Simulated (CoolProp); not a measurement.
Values from CoolProp's reference Helmholtz-energy equation of state, Gao 2016.

Question: Give the vapour pressure (kPa), liquid density (kg/m³), enthalpy of vaporisation (kJ/kg), vapour Z of saturated sulfur dioxide at -30.05 °C.

Answer: 
```
T (°C)  p (kPa)  liquid density (kg/m³)  enthalpy of vaporisation (kJ/kg)  vapour Z
------  -------  ----------------------  --------------------------------  --------
-30.05     37.9                    1510                               407     0.986
```
